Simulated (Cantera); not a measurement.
An adiabatic, constant-pressure homogeneous reactor starts with CO : H₂ : O₂ : N₂ = 1 : 0.31 : 0.963 : 3.37 (molar parts), equivalence ratio 0.68, at 1325 K and 10.0 bar. Integrator tolerance rtol = 1e-08.

Cantera simulation using GRI-Mech 3.0 (53 species, 325 reactions); the numbers are that mechanism's predictions, not measurements. The hydrogen kinetics of GRI-Mech 3.0 are dated; newer H2 mechanisms differ, most at raised pressure.

```json
[
 {"quantity": "time of steepest temperature rise", "before": "6.63 µs", "after": "1.67 µs"},
 {"quantity": "temperature at 0.200 s", "before": "2753 K", "after": "2885 K"},
 {"quantity": "equilibrium temperature", "before": "2753 K", "after": "2885 K"},
 {"quantity": "x(CO) at 0.200 s", "before": "0.0269 (gas-phase equilibrium 0.0269)", "after": "0.0411 (gas-phase equilibrium 0.0411)"},
 {"quantity": "x(H₂) at 0.200 s", "before": "0.00126 (gas-phase equilibrium 0.00126)", "after": "0.00192 (gas-phase equilibrium 0.00192)"},
 {"quantity": "x(O₂) at 0.200 s", "before": "0.0622 (gas-phase equilibrium 0.0622)", "after": "0.0652 (gas-phase equilibrium 0.0652)"},
 {"quantity": "x(NO) at 0.200 s", "before": "0.0171 (gas-phase equilibrium 0.0171)", "after": "0.0209 (gas-phase equilibrium 0.0209)"},
 {"quantity": "x(H₂O₂) at 0.200 s", "before": "4.99e-7 (gas-phase equilibrium 4.99e-7)", "after": "6.02e-7 (gas-phase equilibrium 6.02e-7)"},
 {"quantity": "x(H₂O) at 0.200 s", "before": "0.0548 (gas-phase equilibrium 0.0548)", "after": "0.0515 (gas-phase equilibrium 0.0515)"}
]
```

**Question.** Name the change that produced these shifts.
A) constant volume in place of constant pressure
B) pressure from 10.0 bar to 5.00 bar
C) initial temperature 1325 to 1625 K
D) pressure from 10.0 bar to 8.40 bar

**Answer.** C, initial temperature 1325 to 1625 K
